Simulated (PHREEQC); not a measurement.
A solution holds 0.0012 mol H3PO4, 0.00028 mol Na2SO4 and 0.11 mol NaCl per kg of water, at 25 °C. Closed to the air; pH follows from the charge balance.

All values are PHREEQC results (ion-association model, phreeqc.dat), not measurements.

This is a speciation only: nothing precipitates in the calculation.

Task: Order these S species by the share of S that they hold, largest first: HSO4-, SO4-2, NaSO4-.

Result: SO4-2 (81 %), NaSO4- (16 %), HSO4- (3.2 %)

The pH is 3.05 and the ionic strength 0.112 mol/kgw. Species that the database lacks are ignored.
